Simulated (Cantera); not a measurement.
Charge: 1 mol AlCl₃, 0.47 mol H₂O, 72 mol H₂, equilibrated at 7.50 Torr.

Method: chemical equilibrium by Gibbs-energy minimisation in Cantera with the NASA 1993 tables (ideal gas, pure condensed phases). Candidate condensed phases: Al, AlCl₃, Al₂O₃, H₂O; 29 gas species. The tables' values for AlCl₂ are old estimates; treat these amounts as uncertain. Kinetics and transport are ignored. All values below are at 1200 K.

Base state: H₂ 0.977, HCl 0.0134, AlCl₃ 0.00888, AlCl₂ 0.000237, AlCl 0.000204 (mole fractions); condensed: Al₂O₃(s).

**Question.** What changes in the equilibrium state with this change: H₂O from 0.47 to 8.2 mol?

**Answer.** 
```csv
species,before,after
H₂,0.977,0.881
H₂O,1.95e-8,0.0820
HCl,0.0134,0.0367
AlCl₃,0.00888,<1e-9
AlCl₂,0.000237,<1e-9
AlCl,0.000204,<1e-9
"Al₂O₃(s), mol",0.157,0.500
```
